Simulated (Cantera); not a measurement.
PbO + CO + N2 (iron carbonyl, mercury and lead vapours)

Feed: 1 mol PbO, 3 mol CO, 0.77 mol N2, held at 8.60 bar.

These are equilibrium values from Cantera (NASA tables, ideal gas, pure condensed phases), not measurements of a reactor. Candidate condensed phases: C, Pb, PbO, PbO2, Pb3O4; 27 gas species. Kinetics and transport are ignored.

```
T (K)  x CO2     x CO   x N2      x Pb     x PbO  n C(graphite)  n Pb(l)
-----  -----  -------  -----  --------  --------  -------------  -------
723    0.716  0.00729  0.277  3.60e-10    <1e-12          0.990     1.00
823    0.687   0.0408  0.272   1.56e-8    <1e-12          0.942     1.00
923    0.595    0.148  0.257   2.95e-7    <1e-12          0.779    1.000
1023   0.408    0.364  0.227   3.10e-6  1.02e-11          0.383    1.000
1123   0.265    0.530  0.204   2.12e-5  1.61e-10              0    1.000
1223   0.265    0.530  0.204  0.000106   3.14e-9              0    1.000
1323   0.265    0.530  0.204  0.000409   3.86e-8              0    0.998
1423   0.265    0.530  0.204   0.00130   3.30e-7              0    0.995
1523   0.264    0.529  0.204   0.00355   2.12e-6              0    0.987
1623   0.263    0.526  0.202   0.00853   1.07e-5              0    0.967
```
x: gas mole fraction; n: condensed amount in mol.

From 723 K to 1023 K the condensed part is C(graphite) + Pb(l). From 1123 K to 1623 K the condensed part is Pb(l).
